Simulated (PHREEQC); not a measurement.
Make-up at 25 °C: 1.4 mmol/kgw HF, 15 mmol/kgw KF and 2.9 mmol/kgw HCl. Closed to the air; pH follows from the charge balance.

The numbers come from PHREEQC with the ion-association model, phreeqc.dat.

```json
{
 "pH": "3.62",
 "ionic_strength": "0.0153 mol/kgw",
 "specific_conductance": "1920 µS/cm",
 "total_alkalinity": "-4.30 meq/kg"
}
```

```csv
species,molality,activity,log γ
K+,0.0150,0.0132,-0.055
F-,0.0122,0.0107,-0.055
HF,0.00385,0.00387,0.002
Cl-,0.00290,0.00256,-0.055
H+,0.000267,0.000240,-0.046
HF2-,0.000180,0.000159,-0.054
```

This is a speciation only: nothing precipitates in the calculation.
